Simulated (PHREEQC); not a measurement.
Consider water at 25 °C with 0.75 mol/kgw MgSO4, 0.09 mol/kgw Na2SO4 and 1.1 mol/kgw KBr. Closed to the air; pH follows from the charge balance.

Model: Pitzer model, pitzer.dat, run in PHREEQC.

```tsv
quantity	before	after
HSO4- (mol/kgw)	1.19e-6	4.54e-7
SI of Mirabilite (Na2SO4:10H2O)	-2.61	-2.59
SI of Thenardite (Na2SO4)	-3.29	-3.19
```

Q: Which change was made?
(A) KBr left out
(B) KBr from 1.1 to 0.22 mol/kgw
(C) MgSO4 left out
(D) MgSO4 replaced by Li2SO4 at the same molality

A: D, MgSO4 replaced by Li2SO4 at the same molality

This is a speciation only: nothing precipitates in the calculation.
